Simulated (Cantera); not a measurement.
## Dilute partial oxidation

An isothermal, constant-pressure homogeneous reactor starts with 0.584 % CH3OH, 0.376 % O2, 99.0 % N2, equivalence ratio 2.3, at 1073 K and 1.00 atm.

Model: GRI-Mech 3.0 (53 species, 325 reactions), integrated in Cantera. GRI-Mech 3.0 was tuned for natural gas; its chemistry of methanol as a main component is partial and can be far from experiment.

| t (s) | x CH3OH | x O2 | x CH2CO | x CH2 | x H | x HO2 | x HCO |
|---|---|---|---|---|---|---|---|
| 1.00e-5 | 0.00584 | 0.00376 | <1e-12 | 5.79e-12 | 1.15e-11 | 1.51e-11 | <1e-12 |
| 2.42e-5 | 0.00584 | 0.00376 | <1e-12 | 6.13e-12 | 1.71e-11 | 8.38e-11 | <1e-12 |
| 5.88e-5 | 0.00584 | 0.00376 | <1e-12 | 6.13e-12 | 1.77e-11 | 2.81e-10 | <1e-12 |
| 0.000143 | 0.00584 | 0.00376 | <1e-12 | 6.13e-12 | 1.79e-11 | 7.72e-10 | <1e-12 |
| 0.000346 | 0.00584 | 0.00376 | <1e-12 | 6.13e-12 | 1.83e-11 | 2.01e-9 | <1e-12 |
| 0.000838 | 0.00584 | 0.00376 | <1e-12 | 6.13e-12 | 1.92e-11 | 5.21e-9 | <1e-12 |
| 0.00203 | 0.00584 | 0.00376 | <1e-12 | 6.13e-12 | 2.04e-11 | 1.37e-8 | <1e-12 |
| 0.00492 | 0.00584 | 0.00376 | <1e-12 | 6.13e-12 | 2.17e-11 | 3.57e-8 | <1e-12 |
| 0.0119 | 0.00584 | 0.00376 | <1e-12 | 6.13e-12 | 2.42e-11 | 8.96e-8 | <1e-12 |
| 0.0289 | 0.00584 | 0.00376 | <1e-12 | 6.13e-12 | 3.29e-11 | 2.19e-7 | <1e-12 |
| 0.0702 | 0.00584 | 0.00376 | <1e-12 | 6.13e-12 | 7.03e-11 | 5.37e-7 | <1e-12 |
| 0.170 | 0.00583 | 0.00376 | <1e-12 | 6.12e-12 | 3.75e-10 | 1.59e-6 | 5.94e-12 |
| 0.412 | 1.92e-10 | 0.000428 | 3.20e-11 | 6.31e-11 | 0.000349 | 2.58e-7 | 2.18e-8 |
| 1.00 | 1.74e-11 | 5.17e-11 | 3.15e-11 | <1e-12 | 2.24e-6 | <1e-12 | 1.79e-10 |
x: mole fraction; the columns are a selection and need not sum to one.

Equilibrium at this temperature and pressure: CH3OH <1e-12, O2 <1e-12, CH2CO <1e-12, CH2 <1e-12, H 1.15e-9, HO2 <1e-12, HCO <1e-12 (gas phase only).
